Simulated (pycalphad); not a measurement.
**Effect of Si content in Al-Mg-Si**

All values are pycalphad results on the COST 507 light-alloy database (1999) (1 atm), not direct measurements. The database dates from 1999; later assessments differ in places, in temperatures and in the compounds included. Amounts are mole fractions of atoms.

```json
[
 {"alloy": "Al-0.44Mg-0.25Si (at.%)", "liquidus (K)": "930", "first solid": "fcc", "solidus (K)": "911", "phases at 750 K": "fcc 1.00"},
 {"alloy": "Al-0.44Mg-1.01Si (at.%)", "liquidus (K)": "…", "first solid": "fcc", "solidus (K)": "…", "phases at 750 K": "…"},
 {"alloy": "Al-0.44Mg-1.52Si (at.%)", "liquidus (K)": "922", "first solid": "fcc", "solidus (K)": "838", "phases at 750 K": "fcc 0.99, diamond (Si) 0.01, MG2SI under 0.01"},
 {"alloy": "Al-0.44Mg-3.03Si (at.%)", "liquidus (K)": "913", "first solid": "fcc", "solidus (K)": "838", "phases at 750 K": "fcc 0.97, diamond (Si) 0.02, MG2SI under 0.01"}
]
```

Complete the blanks.


- Al-0.44Mg-1.01Si (at.%), liquidus (K): 925
- Al-0.44Mg-1.01Si (at.%), solidus (K): 861
- Al-0.44Mg-1.01Si (at.%), phases at 750 K: fcc 1.00, diamond (Si) under 0.01, MG2SI under 0.01

Database names, with the compositions (at.%) that they take in these runs: MG2SI: Mg 67 Si 33.
